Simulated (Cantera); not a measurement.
Feed: 1 mol Si2H6, 0.24 mol HCl, a varied amount of N2, at 1398 K and 0.133 bar.

These are equilibrium values from Cantera (NASA tables, ideal gas, pure condensed phases), not measurements of a reactor. Candidate condensed phases: NH4Cl, Si, Si3N4; 28 gas species. The feed counts by its element totals alone. N2 is the only nitrogen source here; it is nearly inert below about 1500 K, so the nitride shown seldom forms there in practice. Equilibrium is a limit: real reactors are often held back by kinetics, nucleation or transport.

x: gas mole fraction; n: condensed amount in mol.

```csv
n(N2) (mol),x N2,x H2,x HCl,x SiCl2,n Si3N4(s)
7.8,0.666,0.309,0.0247,…,0.667
24,0.875,0.116,0.00926,…,0.667
40,0.923,0.0716,0.00572,…,0.667
56,0.944,0.0518,0.00414,…,0.667
71,0.956,0.0411,0.00329,…,0.667
87,0.964,0.0337,0.00270,…,0.667
100,0.968,0.0294,0.00235,…,0.667
120,0.973,0.0246,0.00197,…,0.667
```

Task: Some entries are withheld; supply them.

Result: 
- 7.8, x SiCl2: 9.08e-6
- 24, x SiCl2: 2.84e-6
- 40, x SiCl2: 1.69e-6
- 56, x SiCl2: 1.21e-6
- 71, x SiCl2: 9.51e-7
- 87, x SiCl2: 7.76e-7
- 100, x SiCl2: 6.75e-7
- 120, x SiCl2: 5.62e-7
